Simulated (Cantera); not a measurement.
A Cantera script and what it prints.

```python
import numpy as np
import cantera as ct

gas_names = """
    Fe FeO Fe(OH)2 H HO2 H2 H2O H2O2 H2S H2SO4 O OH O2 O3 S SH SO SO2 SO3 S2 S2O S8
""".split()
cond_names = """
    Fe(a) Fe(c) Fe(d) Fe(L) FeO(s) FeO(L) Fe(OH)2(s) Fe(OH)3(s) FeS(a) FeS(b) FeS(c) FeS(L) FeSO4(s)
    FeS2(s) Fe2O3(s) Fe2S3O12(s) Fe3O4(s) H2O(s) H2O(L) H2SO4(L) S(cr1) S(cr2) S(L)
""".split()


# ... load() reads the species with a 1 bar reference pressure and builds the phases ...
atoms = {
    'FeS2': {'Fe': 1, 'S': 2},
    'H2S': {'H': 2, 'S': 1},
    'O2': {'O': 2},
    'SO2': {'S': 1, 'O': 2},
}
top_T = {'FeSO4(s)': 950, 'FeS2(s)': 1010, 'Fe2O3(s)': 1830, 'Fe2S3O12(s)': 1100, 'Fe3O4(s)': 1870}  # K; cautious upper limits of use, not melting points


# ... equilibrate(T, P, feed) seeds the gas with the atoms and calls Mixture.equilibrate('TP', solver="vcs", rtol=1e-11, max_steps=5000) ...
results = []
feed = {'FeS2': 1, 'H2S': 0.18, 'O2': 0.55, 'SO2': 0.25}  # mol
T = 750  # K
P = 440000  # Pa
mix = equilibrate(T, P, feed)
results.append((T, P, feed, dict(zip(mix.species_names, mix.species_moles))))
x = sorted(zip(gas.X, gas.species_names), reverse=True)
print(f"T = {T:g} K  P = {P:g} Pa  gas = {mix.phase_moles(0):.4g} mol")
print("   x: " + "  ".join(f"{s} {v:.3e}" for v, s in x if v > 0.0001))
print("   condensed (mol): " + ("  ".join(f"{mix.phase(i).name} {mix.phase_moles(i):.4g}"
      for i in range(1, mix.n_phases) if mix.phase_moles(i) > 1e-12) or "none"))
```

It prints:

```
T = 750 K  P = 440000 Pa  gas = 0.8201 mol
   x: SO2 7.802e-01  H2O 2.189e-01  H2S 5.660e-04  S2 1.737e-04  S2O 1.321e-04
   condensed (mol): FeS2(s) 0.8946  Fe3O4(s) 0.03514
```

These are equilibrium values from Cantera (NASA tables, ideal gas, pure condensed phases), not measurements of a reactor. Gases not in the tables: S3 to S7.
